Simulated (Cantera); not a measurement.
A perfectly stirred reactor is fed with C2H4 : H2 = 1 : 6.7 (molar parts), at 100.0 Torr; it is held at 1625 K, and followed from long to short residence time.

Model: GRI-Mech 3.0 (53 species, 325 reactions), integrated in Cantera. GRI-Mech 3.0 was tuned for natural gas; its chemistry of ethylene as a main component is partial and can be far from experiment. GRI-Mech 3.0 stops at C3 and has no aromatics, soot or wall deposition, so with more carbon than oxygen in the feed, carbon stays in small species such as C2H2 where larger ones or solid carbon would form.

```json
[
 {"quantity": "x(C2H4) at τ = 0.780 s", "before": "0.00177", "after": "0.00712"},
 {"quantity": "x(H2) at τ = 0.780 s", "before": "0.883", "after": "0.882"},
 {"quantity": "x(C2H2) at τ = 0.780 s", "before": "0.113", "after": "0.107"},
 {"quantity": "x(CH2) at τ = 0.780 s", "before": "1.64e-9", "after": "2.12e-10"},
 {"quantity": "x(H) at τ = 0.780 s", "before": "0.000167", "after": "4.78e-5"},
 {"quantity": "x(C2H4) at τ = 36.0 ms", "before": "0.0242", "after": "0.0608"},
 {"quantity": "x(H2) at τ = 36.0 ms", "before": "0.882", "after": "0.878"},
 {"quantity": "x(C2H2) at τ = 36.0 ms", "before": "0.0933", "after": "0.0608"},
 {"quantity": "x(CH2) at τ = 36.0 ms", "before": "9.02e-10", "after": "3.70e-10"},
 {"quantity": "x(H) at τ = 36.0 ms", "before": "6.20e-5", "after": "3.37e-5"}
]
```

### Question
What was changed between the two runs?
(A) pressure from 100.0 Torr to 10.00 Torr
(B) H2 6.7 to 33 parts
(C) temperature 1625 to 1500 K
(D) H2 6.7 to 60 parts

### Answer
C, temperature 1625 to 1500 K
